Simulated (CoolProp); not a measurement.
Vapour-liquid equilibrium of carbon dioxide (1) + sulfur dioxide (2) at 268.6 K; x and y are mole fractions of (1).

Model: multi-fluid Helmholtz-energy mixture model, Span 1996 and Gao 2016; pair parameters Bell 2016, in CoolProp.

Task: Give the bubble pressure and the first vapour's composition at x = 0.75, 0.85, 0.95. Is there an azeotrope?

Result: x = 0.75: 2309 kPa, y = 0.970; x = 0.85: 2581 kPa, y = 0.981; x = 0.95: 2898 kPa, y = 0.993. No azeotrope shows between x = 0.05 and 0.95.

Pair parameters are fitted to limited data, so mixtures are less certain than the pure fluids. The gap from Raoult's law changes sign with composition, which may be real or a fault of the pair parameters; it wasn't checked against measurements.
